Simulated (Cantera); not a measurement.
An isothermal, constant-pressure homogeneous reactor starts with H2 : O2 : N2 = 0.38 : 1 : 0.24 (molar parts), at 1423 K and 0.0133 bar.

Cantera simulation using GRI-Mech 3.0 (53 species, 325 reactions); the numbers are that mechanism's predictions, not measurements. Radical loss at walls, strong at low pressure, is not modelled. The temperature is held fixed by assumption; the heat of reaction is taken as removed at once.

x: mole fraction; the columns are a selection and need not sum to one.

```
t (s)         x H2   x O2     x N2O     x NO2     x NO    x H2O
--------  --------  -----  --------  --------  -------  -------
1.00e-5      0.235  0.617    <1e-12    <1e-12   <1e-12  2.10e-9
7.50e-5      0.235  0.617    <1e-12    <1e-12   <1e-12  5.98e-7
0.000562    0.0666  0.520  1.39e-10    <1e-12        …    0.121
0.00422     0.0140  0.489   1.12e-9  9.41e-12        …    0.183
0.0316     0.00562  0.540   2.14e-9  7.63e-11        …    0.240
0.237     0.000152  0.565   6.77e-9  8.30e-10  3.70e-6    0.264
1.78       6.19e-6  0.566   6.78e-9   2.20e-9  3.70e-6    0.265
13.3       1.97e-6  0.566   2.13e-9   4.80e-9  3.70e-6    0.266
100        1.97e-6  0.566   2.06e-9   4.82e-9  3.71e-6    0.266
```

**Question.** Complete the blanks.

**Answer.** 
- 0.000562, x NO: 6.69e-9
- 0.00422, x NO: 9.69e-7
- 0.0316, x NO: 3.38e-6
